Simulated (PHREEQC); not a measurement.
Solution (75 °C): 0.016 mol/kgw HF and 0.00029 mol/kgw CsF. Closed to the air; pH follows from the charge balance.

Model: ion-association model, wateq4f.dat, run in PHREEQC.

```
quantity                    before     after
------------------------  --------  --------
pH                            2.75      3.10
ionic strength (mol/kgw)   0.00218    0.0172
HF (mol/kgw)                0.0138   0.00918
F- (mol/kgw)               0.00205   0.00332
HF2- (mol/kgw)            0.000123  0.000133
H2F2 (mol/kgw)             7.04e-5   3.10e-5
```

Which change was made?
(A) HF replaced by NH4F at the same molality
(B) HF replaced by NH4BF4 at the same molality
(C) HF from 0.016 to 0.16 mol/kgw
(D) 0.0035 mol/kgw H2SO4 added
(E) diluted 5-fold with water

B, HF replaced by NH4BF4 at the same molality

Precipitation was switched off in this run. Away from 25 °C the constants follow the database's enthalpies or fits; those with neither stay at their 25 °C values. Real BF4- forms and hydrolyses slowly; the run takes it at equilibrium.
